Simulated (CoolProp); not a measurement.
A single-stage vapour-compression cycle with the fluid: evaporating at 291.15 K (dew point), condensing at 348.15 K (bubble point), superheat 0 K, subcooling 5 K, compressor efficiency 0.8, no pressure losses. The same conditions are run with several fluids, on thermodynamics alone (safety and materials aside).

The numbers come from the reference Helmholtz-energy equation of state of each fluid (R1233zd(E): Akasaka 2022; trans-2-butene: Lemmon 2005; isobutene: Lemmon 2005; R124: de Vries 1995; n-hexane: Thol 2019; R11: Jacobsen 1992) in CoolProp.

Rank R1233zd(E), trans-2-butene, isobutene, R124, n-hexane, R11 by cooling COP, highest first.

R11 (3.46), n-hexane (3.28), R1233zd(E) (3.25), trans-2-butene (3.23), isobutene (3.12), R124 (2.92)

```tsv
fluid	pressure ratio	discharge temperature (K)	refrigerating effect (kJ/kg)	volumetric capacity (kJ/m³)
R1233zd(E)	5.77	350.2	130	739
trans-2-butene	4.76	353.0	262	1210
isobutene	4.48	350.9	236	1460
R124	4.61	350.0	88.6	1690
n-hexane	8.33	348.2	248	132
R11	5.62	364.3	136	659
```

The compression ends wet for: n-hexane.
